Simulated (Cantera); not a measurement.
A Cantera script and what it prints.

```python
import numpy as np
import cantera as ct

gas_names = """
    CL CL2 H HCL H2 Si SiCL SiCL2 SiCL3 SiCL4 SiH SiHCL3 SiH2 SiH2CL2 SiH3 SiH3CL SiH4 Si2 Si3
""".split()
cond_names = """
    Si(cr) Si(L)
""".split()


# ... load() reads the species with a 1 bar reference pressure and builds the phases ...
atoms = {
    'Si': {'Si': 1},
    'Cl2': {'CL': 2},
    'H2': {'H': 2},
}
top_T = {}  # K; cautious upper limits of use, not melting points


# ... equilibrate(T, P, feed) seeds the gas with the atoms and calls Mixture.equilibrate('TP', solver="vcs", rtol=1e-11, max_steps=5000) ...
results = []
feed = {'Si': 1, 'Cl2': 0.51, 'H2': 3.1}  # mol
P = 100000  # Pa
for T in [548, 648, 748, 848, 948, 1048, 1148, 1248, 1348, 1448, 1548, 1648, 1748]:
    mix = equilibrate(T, P, feed)
    results.append((T, P, feed, dict(zip(mix.species_names, mix.species_moles))))

top = {s: max(r[3][s] / sum(r[3][g] for g in gas_names) for r in results) for s in gas_names}
cols = sorted((s for s in top if top[s] > 0.001), key=lambda s: -top[s])[:8]
seen = [c for c in cond_names if any(r[3].get(c, 0) > 1e-12 for r in results)]
print("log10 of partial pressures in bar; condensed amounts in mol")
print(f"{'T/K':>10s}" + "".join(f"{s[:9]:>10s}" for s in cols + seen))
for T, P, feed, n in results:
    ng = sum(n[g] for g in gas_names)
    print(f"{T:10.4g}" + "".join(f"{np.log10(max(n[s] / ng * P / 1e5, 1e-99)):10.3f}" for s in cols)
          + "".join(f"{n.get(c, 0):10.4g}" for c in seen))
```

Output:

```
log10 of partial pressures in bar; condensed amounts in mol
       T/K        H2       HCL     SiCL2     SiCL4    SiHCL3     SiCL3   SiH2CL2    Si(cr)     Si(L)
       548    -0.040    -5.103   -10.658    -1.328    -1.411    -7.776    -2.871    0.7105         0
       648    -0.040    -4.039    -8.286    -1.320    -1.428    -6.213    -2.774    0.7112         0
       748    -0.040    -3.265    -6.556    -1.313    -1.445    -5.072    -2.713    0.7123         0
       848    -0.040    -2.677    -5.241    -1.309    -1.461    -4.204    -2.671    0.7143         0
       948    -0.041    -2.218    -4.212    -1.311    -1.481    -3.526    -2.645    0.7183         0
      1048    -0.044    -1.852    -3.390    -1.325    -1.507    -2.989    -2.633    0.7252         0
      1148    -0.049    -1.558    -2.727    -1.360    -1.548    -2.565    -2.638     0.735         0
      1248    -0.057    -1.326    -2.195    -1.434    -1.618    -2.244    -2.669    0.7452         0
      1348    -0.067    -1.150    -1.784    -1.574    -1.737    -2.030    -2.737    0.7506         0
      1448    -0.079    -1.030    -1.492    -1.813    -1.930    -1.935    -2.858    0.7474         0
      1548    -0.088    -0.961    -1.311    -2.164    -2.205    -1.961    -3.033    0.7385         0
      1648    -0.093    -0.929    -1.214    -2.592    -2.534    -2.075    -3.244    0.7298         0
      1748    -0.097    -0.900    -1.181    -3.022    -2.876    -2.227    -3.481         0    0.7322
```

Method: chemical equilibrium by Gibbs-energy minimisation in Cantera with the NASA 1993 tables (ideal gas, pure condensed phases). The tables' values for SiCl3, SiCl are old estimates; treat these amounts as uncertain. Gases not in the tables: Si2H6 and higher silanes.
